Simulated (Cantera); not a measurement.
Cantera run:

```python
import numpy as np
import cantera as ct

gas_names = """
    H HNO HNO2 HNO3 HO2 H2 H2O H2O2 N NH NH2 NH3 NH2OH NO NO2 NO3 N2 N2H2 N2H4 N2O O OH O2 O3 Si SiH
    SiH2 SiH3 SiH4 SiN SiO SiO2 Si2 Si2N Si3
""".split()
cond_names = """
    H2O(s) H2O(L) Si(cr) Si(L) SiO2(Lqz) SiO2(hqz) SiO2(L) Si2N2O(s) Si3N4(a)
""".split()


# ... load() reads the species with a 1 bar reference pressure and builds the phases ...
atoms = {
    'Si3N4': {'Si': 3, 'N': 4},
    'H2O': {'H': 2, 'O': 1},
    'N2': {'N': 2},
}
top_T = {'Si2N2O(s)': 2100, 'Si3N4(a)': 2400}  # K; cautious upper limits of use, not melting points


# ... equilibrate(T, P, feed) seeds the gas with the atoms and calls Mixture.equilibrate('TP', solver="vcs", rtol=1e-11, max_steps=5000) ...
results = []
feed = {'Si3N4': 1, 'H2O': 0.69, 'N2': 980}  # mol
P = 1.9  # Pa
for T in [998, 1148, 1298, 1448, 1598, 1748, 1898, 2048]:
    mix = equilibrate(T, P, feed)
    results.append((T, P, feed, dict(zip(mix.species_names, mix.species_moles))))

top = {s: max(r[3][s] / sum(r[3][g] for g in gas_names) for r in results) for s in gas_names}
cols = sorted((s for s in top if top[s] > 1e-06), key=lambda s: -top[s])[:8]
seen = [c for c in cond_names if any(r[3].get(c, 0) > 1e-12 for r in results)]
print("log10 of partial pressures in bar; condensed amounts in mol")
print(f"{'T/K':>10s}" + "".join(f"{s[:9]:>10s}" for s in cols + seen))
for T, P, feed, n in results:
    ng = sum(n[g] for g in gas_names)
    print(f"{T:10.4g}" + "".join(f"{np.log10(max(n[s] / ng * P / 1e5, 1e-99)):10.3f}" for s in cols)
          + "".join(f"{n.get(c, 0):10.4g}" for c in seen))
```

Output:

```
log10 of partial pressures in bar; condensed amounts in mol
       T/K        N2        Si         H        H2       SiO       SiN      Si2N       Si2 Si2N2O(s)  Si3N4(a)
       998    -4.722   -19.868   -12.604    -7.874   -16.139   -20.725   -25.032   -29.196      0.69      0.54
      1148    -4.722   -15.110   -11.082    -7.874   -12.134   -16.511   -18.953   -21.811      0.69      0.54
      1298    -4.722   -11.461    -9.908    -7.876    -9.070   -13.281   -14.298   -16.150    0.6461    0.5546
      1448    -4.722    -8.576    -8.981    -7.892    -7.875   -10.728   -10.622   -11.678         0     0.723
      1598    -4.723    -7.357    -8.262    -7.976    -7.876    -9.780    -9.884   -10.293         0         0
      1748    -4.723    -7.353    -7.787    -8.291    -7.876    -9.999   -11.283   -11.158         0         0
      1898    -4.723    -7.352    -7.609    -9.004    -7.876   -10.187   -12.467   -11.891         0         0
      2048    -4.723    -7.352    -7.580    -9.860    -7.876   -10.347   -13.478   -12.518         0         0
```

Equilibrium computed with Cantera from the NASA thermochemical tables; the gas is ideal and each condensed phase is pure. Mutual solubility and eutectic melting of coexisting phases are not modelled.
